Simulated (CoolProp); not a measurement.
Saturation properties of R1336mzz(E) (Tc = 403.5 K, pc = 2.779 MPa, ω = 0.413).

Model: reference Helmholtz-energy equation of state, Akasaka 2023, in CoolProp.

```csv
T (K),p (MPa),vapour density (kg/m³),liquid cp (kJ/(kg K))
252,0.02634,2.100,(withheld)
259.4,0.03849,3.000,1.203
266.8,0.05480,4.183,1.209
274.3,0.07653,5.734,1.216
281.7,0.1042,7.678,1.223
289.1,(withheld),10.11,1.232
296.5,0.1825,13.12,1.241
304,0.2365,16.87,1.252
311.4,0.3011,21.36,1.264
318.8,0.3783,26.79,1.279
326.2,0.4698,33.31,(withheld)
333.6,0.5772,(withheld),1.315
```

**Question.** Fill in the missing entries.

**Answer.** 
- 252, liquid cp (kJ/(kg K)): 1.198
- 289.1, p (MPa): 0.1391
- 326.2, liquid cp (kJ/(kg K)): 1.295
- 333.6, vapour density (kg/m³): 41.14

It boils at 281.0 K under 1 atm.
